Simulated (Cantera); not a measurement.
Input (Python, Cantera) and output of one run.

```python
import numpy as np
import cantera as ct

gas_names = [...]  # 58 gases of nasa_gas.yaml made of F, H, N, O, Si
cond_names = """
    H2O(s) H2O(L) Si(cr) Si(L) SiO2(Lqz) SiO2(hqz) SiO2(L) Si2N2O(s) Si3N4(a)
""".split()


# ... load() reads the species with a 1 bar reference pressure and builds the phases ...
atoms = {
    'SiF4': {'Si': 1, 'F': 4},
    'NO': {'N': 1, 'O': 1},
    'H2': {'H': 2},
    'N2O': {'N': 2, 'O': 1},
}
top_T = {'Si2N2O(s)': 2100, 'Si3N4(a)': 2400}  # K; cautious upper limits of use, not melting points


# ... equilibrate(T, P, feed) seeds the gas with the atoms and calls Mixture.equilibrate('TP', solver="vcs", rtol=1e-11, max_steps=5000) ...
results = []
T = 873  # K
P = 170  # Pa
for m in [0.89, 1.6, 2.8, 4.9, 8.8, 16, 28]:
    feed = {'SiF4': 1, 'NO': 5.2, 'H2': 1.5, 'N2O': m}  # mol
    mix = equilibrate(T, P, feed)
    results.append((T, P, feed, dict(zip(mix.species_names, mix.species_moles))))
    x = sorted(zip(gas.X, gas.species_names), reverse=True)
    print(f"T = {T:g} K  P = {P:g} Pa  n(N2O) = {m:g} mol  gas = {mix.phase_moles(0):.4g} mol")
    print("   x: " + "  ".join(f"{s} {v:.3e}" for v, s in x if v > 1e-06))
    print("   condensed (mol): " + ("  ".join(f"{mix.phase(i).name} {mix.phase_moles(i):.4g}"
          for i in range(1, mix.n_phases) if mix.phase_moles(i) > 1e-12) or "none"))
```

Output:

```
T = 873 K  P = 170 Pa  n(N2O) = 0.89 mol  gas = 8.801 mol
   x: N2 3.965e-01  O2 2.608e-01  HF 2.347e-01  SiF4 5.495e-02  H2O 5.310e-02  NO 4.996e-06
   condensed (mol): SiO2(hqz) 0.5163
T = 873 K  P = 170 Pa  n(N2O) = 1.6 mol  gas = 9.873 mol
   x: N2 4.254e-01  O2 2.684e-01  HF 2.117e-01  SiF4 4.836e-02  H2O 4.608e-02  NO 5.250e-06
   condensed (mol): SiO2(hqz) 0.5226
T = 873 K  P = 170 Pa  n(N2O) = 2.8 mol  gas = 11.68 mol
   x: N2 4.623e-01  O2 2.782e-01  HF 1.820e-01  SiF4 4.010e-02  H2O 3.740e-02  NO 5.572e-06
   condensed (mol): SiO2(hqz) 0.5316
T = 873 K  P = 170 Pa  n(N2O) = 4.9 mol  gas = 14.84 mol
   x: N2 5.052e-01  O2 2.897e-01  HF 1.466e-01  SiF4 3.071e-02  H2O 2.773e-02  NO 5.944e-06
   condensed (mol): SiO2(hqz) 0.5442
T = 873 K  P = 170 Pa  n(N2O) = 8.8 mol  gas = 20.71 mol
   x: N2 5.504e-01  O2 3.018e-01  HF 1.084e-01  SiF4 2.119e-02  H2O 1.824e-02  NO 6.332e-06
   condensed (mol): SiO2(hqz) 0.5611
T = 873 K  P = 170 Pa  n(N2O) = 16 mol  gas = 31.53 mol
   x: N2 5.899e-01  O2 3.124e-01  HF 7.378e-02  SiF4 1.327e-02  H2O 1.068e-02  NO 6.670e-06
   condensed (mol): SiO2(hqz) 0.5816
T = 873 K  P = 170 Pa  n(N2O) = 28 mol  gas = 49.55 mol
   x: N2 6.175e-01  O2 3.199e-01  HF 4.862e-02  SiF4 8.027e-03  H2O 5.963e-03  NO 6.905e-06
   condensed (mol): SiO2(hqz) 0.6023
```

Cantera equilibrium calculation (NASA polynomials, part measured and part estimated; ideal gas, pure solids and liquids).
